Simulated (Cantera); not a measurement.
What does this Cantera script print?

```python
import numpy as np
import cantera as ct

gas = ct.Solution("gri30.yaml")


def delay(T, t_max=10):
    gas.TPX = T, 1000000, {'CO': 1, 'H2': 0.12, 'CH4': 0.14, 'O2': 1.06, 'N2': 3.3, 'H2O': 0.32}
    reactor = ct.IdealGasConstPressureReactor(gas, clone=False)
    net = ct.ReactorNet([reactor])
    net.rtol, net.atol = 1e-8, 1e-16
    while net.time < t_max:
        t_old, T_old = net.time, reactor.T
        net.step()
        if reactor.T > T + 400:  # ignition: a rise of 400 K
            return t_old + (T + 400 - T_old) / (reactor.T - T_old) * (net.time - t_old)
    return np.nan


taus = []
for T in [1075, 1175, 1275, 1375, 1475, 1575]:
    taus.append(delay(T))
    print(f"T0 = {T:6g} K   tau = {taus[-1]:.4e} s")
```

Output:

```
T0 =   1075 K   tau = 1.4824e-03 s
T0 =   1175 K   tau = 2.9070e-04 s
T0 =   1275 K   tau = 8.9638e-05 s
T0 =   1375 K   tau = 3.6953e-05 s
T0 =   1475 K   tau = 1.8218e-05 s
T0 =   1575 K   tau = 1.0200e-05 s
```

Computed with Cantera and GRI-Mech 3.0 (53 species, 325 reactions).
